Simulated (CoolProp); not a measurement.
Values from CoolProp's reference Helmholtz-energy equation of state, Lemmon 2006. It is a short technical equation, of lower accuracy than the large ones.

### Question
Give the vapour pressure (MPa), liquid density (kg/m³), enthalpy of vaporisation (kJ/kg), surface tension (mN/m) of saturated C3F8 (R218) at -5.15 °C.

### Answer
```json
[
 {"T (°C)": "-5.15", "p (MPa)": "0.349", "liquid density (kg/m³)": "1480", "enthalpy of vaporisation (kJ/kg)": "92.2", "surface tension (mN/m)": "6.90"}
]
```

Surface tension comes from a separate correlation (Mulero 2012).
